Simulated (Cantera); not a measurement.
Silicon etching in halogen gases: Si + F2

Feed: 1 mol Si, a varied amount of F2, held at 0.120 Torr.

These are equilibrium values from Cantera (NASA tables, ideal gas, pure condensed phases), not measurements of a reactor. Candidate condensed phases: Si; 9 gas species. The tables' values for SiF2, SiF3 are old estimates. The numbers say what is thermodynamically allowed, not how fast it happens.

Stable condensed phases:

```
T in °C \ n(F2) in mol
         0.92  1.4  1.9  2.4  2.8  3.3  3.8  4.3  4.8  5.2
   1402     A    B    B    B    B    B    B    B    B    B
   1302     A    A    B    B    B    B    B    B    B    B
   1202     A    A    B    B    B    B    B    B    B    B
   1102     A    A    B    B    B    B    B    B    B    B
   1002     A    A    A    B    B    B    B    B    B    B
    902     A    A    A    B    B    B    B    B    B    B
    802     A    A    A    B    B    B    B    B    B    B
    702     A    A    A    B    B    B    B    B    B    B
    602     A    A    A    B    B    B    B    B    B    B
    502     A    A    A    B    B    B    B    B    B    B
    402     A    A    A    B    B    B    B    B    B    B
    302     A    A    A    B    B    B    B    B    B    B
    202     A    A    A    B    B    B    B    B    B    B
```

A: Si; B: gas only.
